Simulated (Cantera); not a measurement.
Input: 1 mol Ti(OiPr)4, 0.24 mol CH4, 4 mol H2, at 1000 K and 84.0 mbar.

Equilibrium computed with Cantera from the NASA thermochemical tables; the gas is ideal and each condensed phase is pure. Candidate condensed phases: C, C6H6, C7H8, C8H18, H2O, Ti, TiC, TiO, TiO2, Ti2O3, Ti3O5, Ti4O7; 113 gas species. The feed counts by its element totals alone. Rates play no part.

Base state: H2 0.895, CO 0.0949, CH4 0.00643, H2O 0.00282, CO2 0.000429 (mole fractions); condensed: C(graphite) + TiO2(rutile).

**Question.** What changes in the equilibrium state with this change: temperature from 1000 K to 1175 K?

**Answer.** 
```tsv
species	before	after
H2	0.895	0.890
CO	0.0949	0.108
CH4	0.00643	0.00127
CO2	0.000429	2.67e-5
H2O	0.00282	0.000281
C(graphite), mol	10.2	9.97
TiO2(rutile), mol	1.00	0
Ti4O7(s), mol	0	0.250
```
Condensed phases not in the tables: Magnéli phases beyond Ti4O7.
